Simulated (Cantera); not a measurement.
# Counterflow diffusion flame

A counterflow diffusion flame at 1.90 bar, nozzles 20 mm apart: fuel side 74.6 % CH4, 25.4 % H2 at 475 K, oxidiser side 23.0 % O2, 77.0 % N2 at 600 K, fuel mass flux 0.65 times the oxidiser's; mixture-averaged transport, no radiation.

Computed with Cantera and GRI-Mech 3.0 (53 species, 325 reactions). GRI-Mech 3.0 has no aromatics or soot, which form on the fuel side of real flames. The maximum strain rate includes the flame's own expansion and is several times the mean.

```tsv
oxidiser flux (kg/m²/s)	max strain (1/s)	mean strain (1/s)	T max (K)	peak x OH	peak x H	peak x NO	peak x CO	peak x C2H2
1.1	454	109	2350	0.0127	0.00563	0.000438	0.0607	0.0155
1.9	746	189	2314	0.0129	0.00619	0.000368	0.0584	0.0143
3.3	1240	328	2287	0.0130	0.00680	0.000309	0.0567	0.0132
5.6	2040	557	2258	0.0128	0.00734	0.000251	0.0553	0.0121
9.6	3400	955	2220	0.0123	0.00778	0.000188	0.0543	0.0108
16	5540	1590	2178	0.0115	0.00803	0.000129	0.0538	0.00933
28	9490	2790	2115	0.0101	0.00789	7.02e-5	0.0539	0.00704
```
x: mole fraction; the columns are a selection and need not sum to one.
